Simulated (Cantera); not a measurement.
An adiabatic, constant-pressure homogeneous reactor starts with CH4 : H2 : O2 : N2 : H2O = 1 : 0.29 : 3.25 : 12.2 : 1.4 (molar parts), equivalence ratio 0.66, at 1700 K and 1000000 Pa. Integrator tolerance rtol = 1e-08.

Model: GRI-Mech 3.0 (53 species, 325 reactions), integrated in Cantera.

| quantity | before | after |
|---|---|---|
| time of steepest temperature rise | 17.2 µs | 15.9 µs |
| temperature at 0.100 s | 2703 K | 2869 K |
| equilibrium temperature | 2703 K | 2869 K |
| x(CH4) at 0.100 s | <1e-12 (gas-phase equilibrium <1e-12) | <1e-12 (gas-phase equilibrium <1e-12) |
| x(H2) at 0.100 s | 0.00388 (gas-phase equilibrium 0.00388) | 0.00559 (gas-phase equilibrium 0.00559) |
| x(O2) at 0.100 s | 0.0538 (gas-phase equilibrium 0.0538) | 0.0525 (gas-phase equilibrium 0.0525) |
| x(CO2) at 0.100 s | 0.0484 (gas-phase equilibrium 0.0484) | 0.0451 (gas-phase equilibrium 0.0451) |
| x(C2H6) at 0.100 s | <1e-12 (gas-phase equilibrium <1e-12) | <1e-12 (gas-phase equilibrium <1e-12) |
| x(HCN) at 0.100 s | 1.40e-10 (gas-phase equilibrium 1.40e-10) | 6.17e-10 (gas-phase equilibrium 6.17e-10) |
| x(HCO) at 0.100 s | 8.08e-9 (gas-phase equilibrium 8.08e-9) | 2.73e-8 (gas-phase equilibrium 2.73e-8) |

Which change was made?
A. pressure from 1000000 Pa to 1400000 Pa
B. H2O 1.4 to 2.9 parts
C. constant volume in place of constant pressure
D. H2 0.29 to 0.14 parts

C, constant volume in place of constant pressure
